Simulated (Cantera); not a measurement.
Feed: 1 mol trisilylamine, 0.47 mol NH₃, at 1473.15 K and 5.30 Pa.

These are equilibrium values from Cantera (NASA tables, ideal gas, pure condensed phases), not measurements of a reactor. Candidate condensed phases: Si, Si₃N₄; 18 gas species. The feed counts by its element totals alone. The numbers say what is thermodynamically allowed, not how fast it happens.

Base state: H₂ 0.875, N₂ 0.124, H 0.00163, Si 0.000104 (mole fractions); condensed: Si(s).

Q: What changes in the equilibrium state with this change: trisilylamine replaced by SiHCl₃?

A: 
```
species     before     after
----------  ------  --------
SiCl₂            0     0.335
HCl              0     0.334
H₂           0.875     0.243
N₂           0.124    0.0801
SiCl₃            0   0.00492
Cl               0  0.000958
SiCl₄            0  0.000247
SiCl             0  0.000109
SiHCl₃           0   1.69e-5
Si(s), mol    3.00         0
```
The tables' values for SiCl₃, SiCl are old estimates; treat these amounts as uncertain. Further candidate phases: NH₄Cl.
